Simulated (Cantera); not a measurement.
An isothermal, constant-pressure homogeneous reactor starts with CO : O₂ : H₂O : N₂ = 0.0055 : 0.0088 : 0.076 : 1 (molar parts), at 1075 K and 2400 Torr. Integrator tolerance rtol = 1e-08.

Detailed kinetics in Cantera: GRI-Mech 3.0 (53 species, 325 reactions).

Question: What does this change do: temperature 1075 to 1325 K?

Answer: 
| quantity | before | after |
|---|---|---|
| x(CO) at 1.00 s | 0.000474 (gas-phase equilibrium 2.49e-11) | 9.54e-9 (gas-phase equilibrium 9.57e-9) |
| x(O₂) at 1.00 s | 0.00581 (gas-phase equilibrium 0.00556) | 0.00556 (gas-phase equilibrium 0.00552) |
| x(H₂O) at 1.00 s | 0.0698 (gas-phase equilibrium 0.0699) | 0.0699 (gas-phase equilibrium 0.0699) |
| x(NO) at 1.00 s | 5.70e-11 (gas-phase equilibrium 1.19e-5) | 3.36e-8 (gas-phase equilibrium 8.18e-5) |
| x(H₂) at 1.00 s | 1.91e-5 (gas-phase equilibrium 3.70e-10) | 7.07e-8 (gas-phase equilibrium 7.10e-8) |
| x(HO₂) at 1.00 s | 1.29e-6 (gas-phase equilibrium 2.09e-10) | 3.47e-9 (gas-phase equilibrium 3.45e-9) |
| x(CO₂) at 1.00 s | 0.00458 (gas-phase equilibrium 0.00506) | 0.00506 (gas-phase equilibrium 0.00506) |

Question: What does this change do: N2 1 to 4.9 parts?

Answer: 
```csv
quantity,before,after
x(CO) at 1.00 s,0.000474 (gas-phase equilibrium 2.49e-11),0.000195 (gas-phase equilibrium 1.16e-11)
x(O₂) at 1.00 s,0.00581 (gas-phase equilibrium 0.00556),0.00132 (gas-phase equilibrium 0.00121)
x(H₂O) at 1.00 s,0.0698 (gas-phase equilibrium 0.0699),0.0152 (gas-phase equilibrium 0.0152)
x(NO) at 1.00 s,5.70e-11 (gas-phase equilibrium 1.19e-5),1.71e-10 (gas-phase equilibrium 5.74e-6)
x(H₂) at 1.00 s,1.91e-5 (gas-phase equilibrium 3.70e-10),1.00e-5 (gas-phase equilibrium 1.73e-10)
x(HO₂) at 1.00 s,1.29e-6 (gas-phase equilibrium 2.09e-10),5.58e-7 (gas-phase equilibrium 3.10e-11)
x(CO₂) at 1.00 s,0.00458 (gas-phase equilibrium 0.00506),0.000907 (gas-phase equilibrium 0.00110)
```

Question: What does this change do: temperature 1075 to 1450 K?

Answer: 
| quantity | before | after |
|---|---|---|
| x(CO) at 1.00 s | 0.000474 (gas-phase equilibrium 2.49e-11) | 8.60e-8 (gas-phase equilibrium 8.66e-8) |
| x(O₂) at 1.00 s | 0.00581 (gas-phase equilibrium 0.00556) | 0.00556 (gas-phase equilibrium 0.00548) |
| x(H₂O) at 1.00 s | 0.0698 (gas-phase equilibrium 0.0699) | 0.0699 (gas-phase equilibrium 0.0699) |
| x(NO) at 1.00 s | 5.70e-11 (gas-phase equilibrium 1.19e-5) | 1.24e-7 (gas-phase equilibrium 0.000167) |
| x(H₂) at 1.00 s | 1.91e-5 (gas-phase equilibrium 3.70e-10) | 5.00e-7 (gas-phase equilibrium 5.03e-7) |
| x(HO₂) at 1.00 s | 1.29e-6 (gas-phase equilibrium 2.09e-10) | 9.85e-9 (gas-phase equilibrium 9.73e-9) |
| x(CO₂) at 1.00 s | 0.00458 (gas-phase equilibrium 0.00506) | 0.00506 (gas-phase equilibrium 0.00506) |
